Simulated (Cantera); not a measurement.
Charge: 1 mol Si3N4, 0.28 mol C, 0.013 mol N2, at 2948.15 K and 22.0 Pa.

Method: chemical equilibrium by Gibbs-energy minimisation in Cantera with the NASA 1993 tables (ideal gas, pure condensed phases). Candidate condensed phases: C, Si, SiC, Si3N4; 20 gas species. The tables' values for SiN are old estimates; treat these amounts as uncertain. Rates play no part.

Base state: Si 0.574, N2 0.384, C 0.0181, CN 0.0131, SiC2 0.00738, C3 0.00177, C2 0.00137, N 0.000414 (mole fractions); condensed: gas only.

What changes in the equilibrium state with this change: C from 0.28 to 0.094 mol?


| species | before | after |
|---|---|---|
| Si | 0.574 | 0.589 |
| N2 | 0.384 | 0.394 |
| C | 0.0181 | 0.00821 |
| CN | 0.0131 | 0.00600 |
| C3 | 0.00177 | 0.000165 |
| C2 | 0.00137 | 0.000282 |
| SiC2 | 0.00738 | 0.00156 |
| SiC | 0.000232 | 0.000108 |
| Si2C | 7.44e-5 | 3.56e-5 |

What changes in the equilibrium state with this change: 0.26 mol NH3 added?


```csv
species,before,after
Si,0.574,0.488
N2,0.384,0.347
H,0,0.128
CN,0.0131,0.0115
C,0.0181,0.0168
H2,0,0.000199
HCN,0,0.000183
HNC,0,3.30e-5
```
Further candidate phases: C6H6, C7H8, C8H18.

What changes in the equilibrium state with this change: temperature from 2948.15 K to 2098 K?


```json
[
 {"species": "Si", "before": "0.574", "after": "0.539"},
 {"species": "N2", "before": "0.384", "after": "0.429"},
 {"species": "Si2C", "before": "7.44e-5", "after": "0.0219"},
 {"species": "C", "before": "0.0181", "after": "8.82e-8"},
 {"species": "CN", "before": "0.0131", "after": "7.19e-6"},
 {"species": "C3", "before": "0.00177", "after": "<1e-9"},
 {"species": "C2", "before": "0.00137", "after": "<1e-9"},
 {"species": "SiC(s), mol", "before": "0", "after": "0.175"}
]
```
